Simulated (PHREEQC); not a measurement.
**Brine**

Dissolve 130 mmol/kgw HCl, 0.19 mmol/kgw Na2SO4 and 0.01 mmol/kgw H4SiO4 at 56 °C. Closed to the air; pH follows from the charge balance.

The numbers come from PHREEQC with the ion-association model, wateq4f.dat.

Each row changes one thing in this solution. No solid was allowed to form.

```json
[
 {"case": "as made", "pH": "0.98", "SI of Halite (NaCl)": "-6.21"},
 {"case": "Na2SO4 from 0.00019 to 9.5e-05 mol/kgw", "pH": "0.98", "SI of Halite (NaCl)": "?"},
 {"case": "diluted 10-fold with water", "pH": "1.93", "SI of Halite (NaCl)": "-8.06"},
 {"case": "diluted 5-fold with water", "pH": "1.64", "SI of Halite (NaCl)": "?"},
 {"case": "HCl from 0.13 to 0.143 mol/kgw", "pH": "0.94", "SI of Halite (NaCl)": "-6.18"},
 {"case": "Na2SO4 replaced by Na3PO4 at the same molality", "pH": "0.98", "SI of Halite (NaCl)": "-6.03"},
 {"case": "H4SiO4 left out", "pH": "0.98", "SI of Halite (NaCl)": "-6.21"},
 {"case": "HCl from 0.13 to 0.65 mol/kgw", "pH": "0.32", "SI of Halite (NaCl)": "-5.63"}
]
```

Q: Fill in the missing entries.

A: 
- Na2SO4 from 0.00019 to 9.5e-05 mol/kgw, SI of Halite (NaCl): -6.51
- diluted 5-fold with water, SI of Halite (NaCl): -7.49

Complexes and solids missing from the database can't appear. Constants without temperature data keep their 25 °C values here.
